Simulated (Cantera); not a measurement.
An isothermal, constant-pressure homogeneous reactor starts with CH4 : CO2 : H2 = 1 : 1.6 : 1.2 (molar parts), at 1500 K and 13300 Pa.

Computed with Cantera and GRI-Mech 3.0 (53 species, 325 reactions).

x: mole fraction; the columns are a selection and need not sum to one.

```
t (s)      x CH4  x CO2   x H2    x C2H4     x C2H        x OH
--------  ------  -----  -----  --------  --------  ----------
8.00e-6    0.263  0.421  0.316    <1e-12    <1e-12    2.17e-10
3.04e-5    0.263  0.421  0.316  4.06e-12    <1e-12    4.81e-10
0.000115   0.263  0.421  0.316  3.24e-10    <1e-12  (withheld)
0.000438   0.263  0.421  0.316   1.96e-8    <1e-12  (withheld)
0.00167    0.263  0.421  0.316   1.04e-6    <1e-12  (withheld)
0.00632    0.263  0.421  0.315   3.65e-5    <1e-12  (withheld)
0.0240     0.261  0.418  0.314  0.000449  8.07e-12  (withheld)
0.0912     0.255  0.405  0.309   0.00130  1.49e-10  (withheld)
0.347      0.233  0.361  0.293   0.00143  9.46e-10  (withheld)
1.32       0.165  0.239  0.260   0.00119   3.82e-9  (withheld)
5.00      0.0611  0.103  0.269  0.000906   9.80e-9  (withheld)
```

Task: Some entries are withheld; supply them.

Result: 
- 0.000115, x OH: 1.48e-9
- 0.000438, x OH: 5.24e-9
- 0.00167, x OH: 1.82e-8
- 0.00632, x OH: 4.39e-8
- 0.0240, x OH: 6.40e-8
- 0.0912, x OH: 7.71e-8
- 0.347, x OH: 1.21e-7
- 1.32, x OH: 2.63e-7
- 5.00, x OH: 4.89e-7
